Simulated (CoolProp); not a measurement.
Vapour-liquid equilibrium of carbon dioxide (1) + dimethyl ether (2) at 234.2 K; x and y are mole fractions of (1).

Model: multi-fluid Helmholtz-energy mixture model, Span 1996 and Wu 2011; pair parameters Bell 2016, in CoolProp.

Task: Give the bubble pressure and the first vapour's composition at x = 0.05, 0.2, 0.65. Is there an azeotrope?

Result: x = 0.05: 0.08354 MPa, y = 0.398; x = 0.2: 0.1911 MPa, y = 0.773; x = 0.65: 0.6343 MPa, y = 0.970. No azeotrope shows between x = 0.05 and 0.95.

The pair parameters rest on a limited set of measurements; away from them the model extrapolates.
